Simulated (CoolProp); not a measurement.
Saturation properties of ethane.

Computed with CoolProp (reference Helmholtz-energy equation of state, Bücker 2006).

```json
[
 {"T (°C)": "-65.85", "p (bar)": "2.985", "liquid density (kg/m³)": "…", "vapour density (kg/m³)": "5.617", "enthalpy of vaporisation (kJ/kg)": "456.7", "liquid viscosity (µPa s)": "127", "vapour viscosity (µPa s)": "6.64"},
 {"T (°C)": "-58.45", "p (bar)": "4.025", "liquid density (kg/m³)": "503.9", "vapour density (kg/m³)": "7.447", "enthalpy of vaporisation (kJ/kg)": "…", "liquid viscosity (µPa s)": "117", "vapour viscosity (µPa s)": "6.90"},
 {"T (°C)": "-51.15", "p (bar)": "5.294", "liquid density (kg/m³)": "493.3", "vapour density (kg/m³)": "9.673", "enthalpy of vaporisation (kJ/kg)": "431.9", "liquid viscosity (µPa s)": "…", "vapour viscosity (µPa s)": "7.16"},
 {"T (°C)": "-43.85", "p (bar)": "6.838", "liquid density (kg/m³)": "482.4", "vapour density (kg/m³)": "12.39", "enthalpy of vaporisation (kJ/kg)": "418.1", "liquid viscosity (µPa s)": "99.1", "vapour viscosity (µPa s)": "7.44"},
 {"T (°C)": "-36.55", "p (bar)": "…", "liquid density (kg/m³)": "470.9", "vapour density (kg/m³)": "15.68", "enthalpy of vaporisation (kJ/kg)": "403.3", "liquid viscosity (µPa s)": "91.2", "vapour viscosity (µPa s)": "7.74"},
 {"T (°C)": "-29.15", "p (bar)": "10.92", "liquid density (kg/m³)": "458.6", "vapour density (kg/m³)": "…", "enthalpy of vaporisation (kJ/kg)": "386.8", "liquid viscosity (µPa s)": "83.8", "vapour viscosity (µPa s)": "8.06"},
 {"T (°C)": "-21.85", "p (bar)": "13.50", "liquid density (kg/m³)": "445.7", "vapour density (kg/m³)": "24.51", "enthalpy of vaporisation (kJ/kg)": "…", "liquid viscosity (µPa s)": "77.0", "vapour viscosity (µPa s)": "8.41"},
 {"T (°C)": "-14.55", "p (bar)": "16.49", "liquid density (kg/m³)": "431.9", "vapour density (kg/m³)": "30.33", "enthalpy of vaporisation (kJ/kg)": "349.4", "liquid viscosity (µPa s)": "70.5", "vapour viscosity (µPa s)": "8.80"},
 {"T (°C)": "-7.25", "p (bar)": "19.95", "liquid density (kg/m³)": "416.8", "vapour density (kg/m³)": "…", "enthalpy of vaporisation (kJ/kg)": "…", "liquid viscosity (µPa s)": "64.3", "vapour viscosity (µPa s)": "9.24"},
 {"T (°C)": "0.15", "p (bar)": "23.95", "liquid density (kg/m³)": "400.0", "vapour density (kg/m³)": "46.30", "enthalpy of vaporisation (kJ/kg)": "302.0", "liquid viscosity (µPa s)": "58.2", "vapour viscosity (µPa s)": "9.78"},
 {"T (°C)": "7.45", "p (bar)": "28.46", "liquid density (kg/m³)": "381.1", "vapour density (kg/m³)": "57.40", "enthalpy of vaporisation (kJ/kg)": "272.9", "liquid viscosity (µPa s)": "52.3", "vapour viscosity (µPa s)": "10.4"}
]
```

**Question.** Complete the blanks.

**Answer.** 
- -65.85, liquid density (kg/m³): 514.2
- -58.45, enthalpy of vaporisation (kJ/kg): 444.7
- -51.15, liquid viscosity (µPa s): 108
- -36.55, p (bar): 8.690
- -29.15, vapour density (kg/m³): 19.71
- -21.85, enthalpy of vaporisation (kJ/kg): 369.1
- -7.25, vapour density (kg/m³): 37.41
- -7.25, enthalpy of vaporisation (kJ/kg): 327.4

It boils at -88.6 °C under 1 atm.

Viscosity comes from a separate model (Friend 1991).
